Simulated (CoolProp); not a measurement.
Aqueous lithium chloride as a coolant, at 10 °C, 1 atm.

Values from CoolProp's Melinder's fits for secondary coolants.

```
mass %  freezing point (°C)  viscosity (mPa s)  cp (kJ/(kg K))  Prandtl number  conductivity (W/(m K))
------  -------------------  -----------------  --------------  --------------  ----------------------
3.1                    -2.8               1.44           4.017            10.1                   0.573
5.5                    -5.7               1.55           3.886            10.6                   0.568
7.9                    -8.9               1.68           3.759            11.2                   0.563
10.3                  -12.7               1.82           3.636            11.9                   0.558
12.7                  -17.6               1.99           3.517            12.7                   0.553
15.1                  -24.2               2.19           3.403            13.6                   0.548
17.5                  -32.9               2.41           3.296            14.6                   0.543
```
